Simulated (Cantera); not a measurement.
Stirred combustor or abatement burner

A perfectly stirred reactor is fed with 13.8 % CH₄, 1.28 % C₂H₆, 17.8 % O₂, 67.1 % N₂, equivalence ratio 1.8, at 1.01 bar; it is adiabatic with a 323 K inlet, and is followed from long to short residence time, starting on the burning branch (τ in s: 0.11, 0.043, 0.017, 0.0068, 0.0027, 0.0011, 0.00043, 0.00017, 6.8e-05).

Cantera simulation using GRI-Mech 3.0 (53 species, 325 reactions); the numbers are that mechanism's predictions, not measurements.

```tsv
τ (s)	T (K)	x CH₄	x C₂H₆	x O₂	x N₂O	x CH₂O	x C₂H
0.11	1769	0.00909	1.55e-5	0.000871	5.20e-10	6.92e-6	1.02e-7
0.043	1767	0.0105	3.27e-5	0.00173	9.50e-10	1.30e-5	1.52e-7
0.017	1755	0.0120	7.04e-5	0.00339	1.77e-9	2.47e-5	1.99e-7
0.0068	1723	0.0145	0.000168	0.00703	3.58e-9	5.12e-5	2.07e-7
0.0027	323	0.138	0.0128	0.178	<1e-12	<1e-12	<1e-12
0.0011	323	0.138	0.0128	0.178	<1e-12	<1e-12	<1e-12
0.00043	323	0.138	0.0128	0.178	<1e-12	<1e-12	<1e-12
0.00017	323	0.138	0.0128	0.178	<1e-12	<1e-12	<1e-12
6.8e-5	323	0.138	0.0128	0.178	<1e-12	<1e-12	<1e-12
```
x: mole fraction; the columns are a selection and need not sum to one.
